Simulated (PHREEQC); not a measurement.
Solution (25 °C): 5.3 mmol/kgw NaCl and 7.2 mmol/kgw CaCl2. Closed to the air; pH follows from the charge balance.

Computed with PHREEQC (ion-association model, wateq4f.dat).

```tsv
quantity	before	after
pH	6.98	6.55
ionic strength (mol/kgw)	0.0269	0.0370
```

**Question.** What was changed between the two runs?
A. diluted 100-fold with water
B. diluted 2-fold with water
C. NaCl replaced by MnCl2 at the same molality
D. 0.00043 mol/kgw H3PO4 added
E. CaCl2 left out

**Answer.** C, NaCl replaced by MnCl2 at the same molality

No solid was allowed to form.
